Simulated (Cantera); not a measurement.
A perfectly stirred reactor is fed with CO : H2 : CH4 : O2 : N2 = 1 : 0.3 : 0.11 : 0.544 : 2.04 (molar parts), at 1.00 atm; it is adiabatic with a 548 K inlet, and is followed from long to short residence time, starting on the burning branch (τ in s: 0.061, 0.022, 0.0077, 0.0027, 0.00096, 0.00034, 0.00012, 4.3e-05, 1.5e-05).

Cantera simulation using GRI-Mech 3.0 (53 species, 325 reactions); the numbers are that mechanism's predictions, not measurements.

Problem. What does this change do: inlet temperature 548 to 425 K?

Solution. 
| quantity | before | after |
|---|---|---|
| blow-out, bracketed by the residence times tried | burning at 43.0 µs, out at 15.0 µs | burning at 43.0 µs, out at 15.0 µs |
| x(CO) at τ = 61.0 ms | 0.157 | 0.156 |
| x(H2) at τ = 61.0 ms | 0.0220 | 0.0227 |
| x(CH4) at τ = 61.0 ms | 1.44e-6 | 1.93e-6 |
| x(O) at τ = 61.0 ms | 0.000264 | 0.000190 |
| x(CH2) at τ = 61.0 ms | 8.09e-8 | 9.24e-8 |
| x(CO) at τ = 0.960 ms | 0.163 | 0.161 |
| x(H2) at τ = 0.960 ms | 0.0248 | 0.0251 |
| x(CH4) at τ = 0.960 ms | 1.79e-5 | 2.10e-5 |
| x(O) at τ = 0.960 ms | 0.00389 | 0.00345 |
| x(CH2) at τ = 0.960 ms | 5.16e-7 | 5.11e-7 |
